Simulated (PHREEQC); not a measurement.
## Brine: speciation

Consider water at 7.8 °C and 300 atm with 0.031 mol NaBr, 0.08 mol KCl and 0.036 mol KBr per kg of water. Closed to the air; pH follows from the charge balance.

The numbers come from PHREEQC with the ion-association model, phreeqc.dat.

This is a speciation only: nothing precipitates in the calculation.

Question: Estimate the specific conductance, density.

Answer: specific conductance 11300 µS/cm; density 1.023 g/cm³.

Under pressure, the constants of complexes without a molar volume in the database are unreliable. Constants without temperature data keep their 25 °C values here.
